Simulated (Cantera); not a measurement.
A Cantera script and what it prints.

```python
import numpy as np
import cantera as ct

gas_names = [...]  # 130 gases of nasa_gas.yaml made of C, H, Mg, O, S
cond_names = """
    C(gr) C6H6(L) C7H8(L) C8H18(L),n-octa H2O(s) H2O(L) H2SO4(L) Mg(cr) Mg(L) MgCO3(s) MgO(s) MgO(L)
    MgO2H2(s) MgS(s) MgSO4(s) MgSO4(L) S(cr1) S(cr2) S(L)
""".split()


# ... load() reads the species with a 1 bar reference pressure and builds the phases ...
atoms = {
    'MgCO3': {'Mg': 1, 'C': 1, 'O': 3},
    'H2S': {'H': 2, 'S': 1},
    'H2O': {'H': 2, 'O': 1},
}
top_T = {'C(gr)': 4500, 'MgS(s)': 2250}  # K; cautious upper limits of use, not melting points


# ... equilibrate(T, P, feed) seeds the gas with the atoms and calls Mixture.equilibrate('TP', solver="vcs", rtol=1e-11, max_steps=5000) ...
results = []
feed = {'MgCO3': 1, 'H2S': 0.078, 'H2O': 0.11}  # mol
P = 16000  # Pa
for T in [623, 648, 673, 698, 723, 748, 773]:
    mix = equilibrate(T, P, feed)
    results.append((T, P, feed, dict(zip(mix.species_names, mix.species_moles))))

top = {s: max(r[3][s] / sum(r[3][g] for g in gas_names) for r in results) for s in gas_names}
cols = sorted((s for s in top if top[s] > 1e-06), key=lambda s: -top[s])[:9]
seen = [c for c in cond_names if any(r[3].get(c, 0) > 1e-12 for r in results)]
print("log10 of partial pressures in bar; condensed amounts in mol")
print(f"{'T/K':>10s}" + "".join(f"{s[:9]:>10s}" for s in cols + seen))
for T, P, feed, n in results:
    ng = sum(n[g] for g in gas_names)
    print(f"{T:10.4g}" + "".join(f"{np.log10(max(n[s] / ng * P / 1e5, 1e-99)):10.3f}" for s in cols)
          + "".join(f"{n.get(c, 0):10.4g}" for c in seen))
```

It prints:

```
log10 of partial pressures in bar; condensed amounts in mol
       T/K       CO2       H2O       H2S       COS        CO        S2        H2       SO2       CS2    MgO(s)
       623    -0.871    -1.824    -1.987    -3.786    -4.934    -4.738    -4.560    -6.069    -7.322         1
       648    -0.872    -1.823    -1.990    -3.679    -4.638    -4.522    -4.387    -5.891    -7.107         1
       673    -0.872    -1.821    -1.994    -3.581    -4.367    -4.318    -4.229    -5.716    -6.912         1
       698    -0.872    -1.818    -1.999    -3.493    -4.120    -4.126    -4.084    -5.546    -6.734         1
       723    -0.873    -1.815    -2.005    -3.413    -3.893    -3.946    -3.952    -5.379    -6.574         1
       748    -0.873    -1.811    -2.013    -3.342    -3.686    -3.776    -3.830    -5.215    -6.431         1
       773    -0.874    -1.806    -2.024    -3.279    -3.496    -3.618    -3.719    -5.054    -6.306         1
```

Method: chemical equilibrium by Gibbs-energy minimisation in Cantera with the NASA 1993 tables (ideal gas, pure condensed phases). Gases not in the tables: S3 to S7.
